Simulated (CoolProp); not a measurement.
Saturation properties of methane (Tc = 190.6 K, pc = 4599 kPa, ω = 0.011).

Values from CoolProp's reference Helmholtz-energy equation of state, Setzmann 1991.

```csv
T (K),p (kPa),vapour density (kg/m³),liquid cp (kJ/(kg K)),liquid viscosity (µPa s),vapour viscosity (µPa s)
99.5,32.62,0.6429,3.406,158,3.74
107.7,72.15,1.330,3.454,128,4.08
115.8,140.6,2.454,3.513,107,4.41
124,251.7,4.203,3.589,90.8,4.74
132.1,415.8,6.720,3.686,78.2,5.07
140.3,651.2,10.30,3.819,67.7,5.42
148.5,971.1,15.24,4.005,58.9,5.81
156.6,1385,21.90,4.278,51.1,6.26
164.8,1920,31.18,4.726,43.9,6.83
172.9,2581,44.23,5.558,37.2,7.61
```

It boils at 111.7 K under 1 atm.

Viscosity comes from a separate model (Quiñones-Cisneros 2006).
